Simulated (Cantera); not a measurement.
Charge: 1 mol Fe, 2.5 mol NH3, 24 mol N2, equilibrated at 1400 °C and 0.133 bar.

These are equilibrium values from Cantera (NASA tables, ideal gas, pure condensed phases), not measurements of a reactor. Candidate condensed phases: Fe; 10 gas species. Equilibrium is a limit: real reactors are often held back by kinetics, nucleation or transport.

Base state: N2 0.871, H2 0.129, H 0.000112, Fe 3.01e-5 (mole fractions); condensed: Fe(δ).

What changes in the equilibrium state with this change: NH3 from 2.5 to 17 mol?


| species | before | after |
|---|---|---|
| N2 | 0.871 | 0.560 |
| H2 | 0.129 | 0.439 |
| H | 0.000112 | 0.000207 |
| Fe | 3.01e-5 | 3.01e-5 |
| Fe(δ), mol | 0.999 | 0.998 |
